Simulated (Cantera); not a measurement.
Mixture: CH3OH : O2 : N2 = 1 : 2.24 : 8.42 (molar parts), equivalence ratio 0.67, at 5.00 bar, adiabatic and at constant pressure. Ignition delay is the time to a rise of 400 K.

Detailed kinetics in Cantera: GRI-Mech 3.0 (53 species, 325 reactions). GRI-Mech 3.0 was tuned for natural gas; its chemistry of methanol as a main component is partial and can be far from experiment.

Task: What does this change do: 1.2 parts H2 added?

Result: 
```tsv
quantity	before	after
delay at 1225 K	1.82 ms	0.909 ms
delay at 1375 K	0.230 ms	0.151 ms
delay at 1525 K	49.8 µs	36.3 µs
delay at 1675 K	15.6 µs	11.8 µs
delay at 1825 K	6.17 µs	4.78 µs
apparent activation energy between 1750 and 1900 K	150 kJ/mol	150 kJ/mol
```
